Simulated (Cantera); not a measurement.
Charge: 1 mol (CH3)2SiCl2, 0.33 mol HCl, 1100 mol H2, at 10.0 Torr.

These are equilibrium values from Cantera (NASA tables, ideal gas, pure condensed phases), not measurements of a reactor. Candidate condensed phases: C, C6H6, C7H8, C8H18, Si, SiC; 109 gas species. The feed counts by its element totals alone. Gases not in the tables: Si2H6 and higher silanes. The numbers say what is thermodynamically allowed, not how fast it happens.

Question: What share of the Si ends up in condensed phases as a function of T (K), at 1723, 1773, 1823, 1873, 1923, 1973, 2023, 2073, 2123, 2173, 2223, 2273, 2323, 2373?

Answer: 
```csv
T (K),Si condensed (%),as
1723,99.8,SiC(s)
1773,99.5,SiC(s)
1823,98.7,SiC(s)
1873,96.9,SiC(s)
1923,92.9,SiC(s)
1973,82.6,SiC(s)
2023,59.2,SiC(s)
2073,12.3,SiC(s)
2123,0.0,-
2173,0.0,-
2223,0.0,-
2273,0.0,-
2323,0.0,-
2373,0.0,-
```
